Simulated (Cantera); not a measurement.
Adiabatic ignition

An adiabatic, constant-pressure homogeneous reactor starts with CH4 : O2 : N2 = 1 : 1.54 : 21 (molar parts), at 1550 K and 750 Torr.

Detailed kinetics in Cantera: GRI-Mech 3.0 (53 species, 325 reactions).

```json
[
 {"t (s)": "9.00e-6", "T (K)": "1550", "x CH4": "0.0425", "x O2": "0.0654", "x N2O": "1.07e-12", "x O": "8.02e-9", "x NO": "<1e-12"},
 {"t (s)": "2.32e-5", "T (K)": "1550", "x CH4": "0.0425", "x O2": "0.0654", "x N2O": "5.23e-12", "x O": "9.68e-9", "x NO": "<1e-12"},
 {"t (s)": "5.98e-5", "T (K)": "1550", "x CH4": "0.0425", "x O2": "0.0654", "x N2O": "2.79e-11", "x O": "1.45e-8", "x NO": "<1e-12"},
 {"t (s)": "0.000154", "T (K)": "1550", "x CH4": "0.0425", "x O2": "0.0654", "x N2O": "1.36e-10", "x O": "3.06e-8", "x NO": "<1e-12"},
 {"t (s)": "0.000398", "T (K)": "1550", "x CH4": "0.0424", "x O2": "0.0654", "x N2O": "4.92e-10", "x O": "8.83e-8", "x NO": "<1e-12"},
 {"t (s)": "0.00102", "T (K)": "1552", "x CH4": "0.0415", "x O2": "0.0649", "x N2O": "2.16e-9", "x O": "3.46e-7", "x NO": "5.92e-12"},
 {"t (s)": "0.00264", "T (K)": "2034", "x CH4": "<1e-12", "x O2": "0.00233", "x N2O": "3.19e-8", "x O": "0.00157", "x NO": "3.67e-5"},
 {"t (s)": "0.00681", "T (K)": "2160", "x CH4": "<1e-12", "x O2": "0.000104", "x N2O": "1.07e-8", "x O": "5.66e-5", "x NO": "7.16e-5"},
 {"t (s)": "0.0176", "T (K)": "2170", "x CH4": "<1e-12", "x O2": "2.12e-5", "x N2O": "6.55e-9", "x O": "1.15e-5", "x NO": "7.73e-5"},
 {"t (s)": "0.0453", "T (K)": "2171", "x CH4": "<1e-12", "x O2": "1.69e-5", "x N2O": "6.19e-9", "x O": "9.25e-6", "x NO": "8.17e-5"},
 {"t (s)": "0.117", "T (K)": "2171", "x CH4": "<1e-12", "x O2": "1.68e-5", "x N2O": "6.28e-9", "x O": "9.23e-6", "x NO": "9.02e-5"},
 {"t (s)": "0.301", "T (K)": "2170", "x CH4": "<1e-12", "x O2": "1.68e-5", "x N2O": "6.43e-9", "x O": "9.22e-6", "x NO": "0.000103"},
 {"t (s)": "0.776", "T (K)": "2170", "x CH4": "<1e-12", "x O2": "1.68e-5", "x N2O": "6.53e-9", "x O": "9.21e-6", "x NO": "0.000111"},
 {"t (s)": "2.00", "T (K)": "2170", "x CH4": "<1e-12", "x O2": "1.68e-5", "x N2O": "6.54e-9", "x O": "9.21e-6", "x NO": "0.000111"}
]
```
x: mole fraction; the columns are a selection and need not sum to one.

```yaml
time_of_steepest_temperature_rise: 2.40 ms
temperature at 2.00 s: 2170 K
equilibrium_temperature: 2170 K
x(CH4) at 2.00 s: <1e-12 (gas-phase equilibrium <1e-12)
x(O2) at 2.00 s: 1.68e-5 (gas-phase equilibrium 1.68e-5)
x(N2O) at 2.00 s: 6.54e-9 (gas-phase equilibrium 6.54e-9)
```
